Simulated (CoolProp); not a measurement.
A Linde-Hampson liquefier for ethane: isothermal reversible compression at 320 K from 1 atm to 40 MPa, throttling to 1 atm, return gas leaving the recuperator 2 K below the feed. Each further row changes one setting.

Computed with CoolProp (reference Helmholtz-energy equation of state, Bücker 2006).

```csv
case,liquid yield per pass,compression work (kJ/kg of gas)
as stated,0.458,414
high pressure 80 MPa,0.407,499
warm-end temperature 350 K,0.389,482
warm-end gap 7 K,0.451,414
```
